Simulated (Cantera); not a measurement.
Charge: 1 mol Pb, 0.43 mol CO, 42 mol H2, equilibrated at 75.0 Torr.

Cantera equilibrium calculation (NASA polynomials, part measured and part estimated; ideal gas, pure solids and liquids). Candidate condensed phases: C, C6H6, C7H8, C8H18, H2O, Pb, PbO, PbO2, Pb3O4; 113 gas species. Rates play no part.

x: gas mole fraction; n: condensed amount in mol.

```tsv
T (°C)	x H2	x Pb	x CO	x H	x CH4	x H2O	x Pb2	n Pb(l)
950	0.981	0.00908	0.00989	9.42e-7	0.000159	0.000157	4.26e-7	0.612
1000	0.972	0.0184	0.00985	2.22e-6	0.000101	0.000100	1.38e-6	0.207
1050	0.967	0.0230	0.00984	4.93e-6	6.67e-5	6.64e-5	1.74e-6	0
1100	0.967	0.0230	0.00986	1.04e-5	4.59e-5	4.57e-5	1.42e-6	0
1150	0.967	0.0230	0.00987	2.07e-5	3.24e-5	3.24e-5	1.18e-6	0
1200	0.967	0.0230	0.00988	(withheld)	(withheld)	(withheld)	(withheld)	0
1250	0.967	0.0230	0.00988	(withheld)	(withheld)	(withheld)	(withheld)	0
1300	0.967	0.0230	0.00989	0.000126	1.29e-5	1.32e-5	7.19e-7	0
1350	0.967	0.0230	0.00989	0.000215	9.84e-6	1.02e-5	6.22e-7	0
```

### Question
Some entries are withheld; supply them.

### Answer

- 1200, x H: 3.93e-5
- 1200, x CH4: 2.34e-5
- 1200, x H2O: 2.34e-5
- 1200, x Pb2: 9.90e-7
- 1250, x H: 7.19e-5
- 1250, x CH4: 1.73e-5
- 1250, x H2O: 1.74e-5
- 1250, x Pb2: 8.40e-7
